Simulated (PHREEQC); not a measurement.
A column of 0.1 m (40 cells, dispersivity 0.008 m, 720 s a shift, diffusion coefficient 3e-10 m²/s) holds 0.019 eq of the database's cation exchanger X per kg of pore water, first in equilibrium with 3.7 mmol/kgw MnCl2, 24 mmol/kgw CdCl2 and 0.01 mmol/kgw HCl. It is flushed with 0.0028 mol Na2SO4, 0.01 mol KBr, 0.0044 mol CdCl2 and 1e-05 mol HCl per kg of water, at 25 °C. Values are for the last cell. The system is closed to CO2. Nothing may precipitate in this run.

The series has 33 steps of pore volumes, from 0 to 4.013.

All values are PHREEQC results (ion-association model, phreeqc.dat), not measurements.

### Question
After how many pore volumes does Br at the outlet first reach half of its feed value?

### Answer
By 1.0 pore volumes.

### Question
After how many pore volumes does K at the outlet first reach half of its feed value?

### Answer
By 1.5 pore volumes.

### Question
After how many pore volumes does Na at the outlet first reach half of its feed value?

### Answer
By 1.1 pore volumes.
